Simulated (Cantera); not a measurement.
# Diamond growth

A diamond (100) surface in a fixed gas of H2 with x(CH4) = 0.0035, x(H) = 0.0017, at 1173 K, 0.0395 atm; coverages are run to steady state.

Cantera simulation using the Harris–Goodwin 1993 mechanism for the reconstructed diamond (100) surface; the numbers are that mechanism's predictions, not measurements.

| x(CH3) | growth (µm/h) | θ c6HH | θ c6H* | θ c6*H | θ c6** | θ c6HM |
|---|---|---|---|---|---|---|
| 1e-06 | 0.00729 | 0.469 | 0.0350 | 0.473 | 0.0233 | 2.28e-5 |
| 2.2e-06 | 0.0160 | 0.469 | 0.0350 | 0.473 | 0.0233 | 5.01e-5 |
| 5e-06 | 0.0365 | 0.469 | 0.0350 | 0.473 | 0.0232 | 0.000114 |
| 1.1e-05 | 0.0801 | 0.469 | 0.0350 | 0.473 | 0.0232 | 0.000250 |
| 2.5e-05 | 0.182 | 0.468 | 0.0350 | 0.472 | 0.0232 | 0.000568 |
| 5.5e-05 | 0.399 | 0.468 | 0.0349 | 0.472 | 0.0231 | 0.00125 |
| 0.00012 | 0.864 | 0.467 | 0.0348 | 0.471 | 0.0228 | 0.00270 |
| 0.00027 | 1.91 | 0.464 | 0.0346 | 0.468 | 0.0223 | 0.00601 |
| 0.00061 | 4.17 | 0.459 | 0.0342 | 0.461 | 0.0211 | 0.0132 |
θ: site fractions in the mechanism's names (c6HH fully hydrogenated, c6H* and c6*H radical sites, c6** diradical, c6HM methylated).
